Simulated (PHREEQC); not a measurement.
**Leach liquor: speciation**

Make-up at 40 °C: 74 mmol/kgw H2SO4, 34 mmol/kgw NiSO4 and 0.13 mmol/kgw Fe2(SO4)3. Closed to the air; pH follows from the charge balance.

The numbers come from PHREEQC with the ion-association model, wateq4f.dat.

This is a speciation only: nothing precipitates in the calculation.

Q: Predict the pH.

A: pH 1.23.

Q: In which forms is S present?

A: HSO4- 69 %, SO4-2 21 %, NiSO4 9.8 % of the S.

Examples of supersaturated solids here: Hematite (slow to form). Others may be too. Species that the database lacks are ignored. Constants without temperature data keep their 25 °C values here.
